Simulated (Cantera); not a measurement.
Input (Python, Cantera) and output of one run.

```python
import numpy as np
import cantera as ct

gas_names = """
    B BH BH2 BH3 BN BO BO2 B2 B2O B2O2 B2O3 B3O3H3 H HBO HBO2 HNO HNO2 HNO3 HO2 H2 H2O H2O2 H3B3O6 N NH
    NH2 NH3 NH2OH NO NO2 NO3 N2 N2H2 N2H4 N2O O OH O2 O3
""".split()
cond_names = """
    B(b) B(L) BN(s) B2O3(L) B3O3H3(cr) H2O(s) H2O(L)
""".split()


# ... load() reads the species with a 1 bar reference pressure and builds the phases ...
atoms = {
    'B2O3': {'B': 2, 'O': 3},
    'NH3': {'N': 1, 'H': 3},
    'N2': {'N': 2},
}
top_T = {'BN(s)': 3200}  # K; cautious upper limits of use, not melting points


# ... equilibrate(T, P, feed) seeds the gas with the atoms and calls Mixture.equilibrate('TP', solver="vcs", rtol=1e-11, max_steps=5000) ...
results = []
feed = {'B2O3': 1, 'NH3': 0.15, 'N2': 0.41}  # mol
P = 7900  # Pa
for T in [1348, 1423, 1498, 1573, 1648, 1723, 1798, 1873, 1948, 2023, 2098, 2173, 2248, 2323]:
    mix = equilibrate(T, P, feed)
    results.append((T, P, feed, dict(zip(mix.species_names, mix.species_moles))))

top = {s: max(r[3][s] / sum(r[3][g] for g in gas_names) for r in results) for s in gas_names}
cols = sorted((s for s in top if top[s] > 1e-06), key=lambda s: -top[s])[:6]
seen = [c for c in cond_names if any(r[3].get(c, 0) > 1e-12 for r in results)]
print("log10 of partial pressures in bar; condensed amounts in mol")
print(f"{'T/K':>10s}" + "".join(f"{s[:9]:>10s}" for s in cols + seen))
for T, P, feed, n in results:
    ng = sum(n[g] for g in gas_names)
    print(f"{T:10.4g}" + "".join(f"{np.log10(max(n[s] / ng * P / 1e5, 1e-99)):10.3f}" for s in cols)
          + "".join(f"{n.get(c, 0):10.4g}" for c in seen))
```

It prints:

```
log10 of partial pressures in bar; condensed amounts in mol
       T/K        N2      B2O3        H2      HBO2        BO       HBO     BN(s)   B2O3(L)
      1348    -1.268    -6.175    -1.603    -4.323    -8.854    -5.541 0.0006039    0.9995
      1423    -1.268    -5.387    -1.604    -3.989    -7.863    -4.954 0.0007277    0.9991
      1498    -1.269    -4.681    -1.605    -3.691    -6.973    -4.428 0.0009337    0.9983
      1573    -1.270    -4.047    -1.609    -3.425    -6.170    -3.955  0.001196    0.9964
      1648    -1.273    -3.473    -1.615    -3.188    -5.442    -3.528  0.001344    0.9918
      1723    -1.280    -2.952    -1.631    -2.979    -4.779    -3.144 0.0007548    0.9802
      1798    -1.298    -2.477    -1.665    -2.728    -4.243    -2.874         0    0.9491
      1873    -1.344    -2.042    -1.741    -2.469    -3.803    -2.700         0    0.8653
      1948    -1.462    -1.643    -1.924    -2.267    -3.420    -2.619         0    0.6023
      2023    -1.652    -1.404    -2.225    -2.199    -3.142    -2.685         0         0
      2098    -1.654    -1.409    -2.246    -2.177    -2.942    -2.676         0         0
      2173    -1.656    -1.416    -2.271    -2.156    -2.762    -2.676         0         0
      2248    -1.658    -1.425    -2.300    -2.134    -2.601    -2.685         0         0
      2323    -1.662    -1.436    -2.335    -2.114    -2.458    -2.705         0         0
```

Method: chemical equilibrium by Gibbs-energy minimisation in Cantera with the NASA 1993 tables (ideal gas, pure condensed phases). Mutual solubility and eutectic melting of coexisting phases are not modelled.
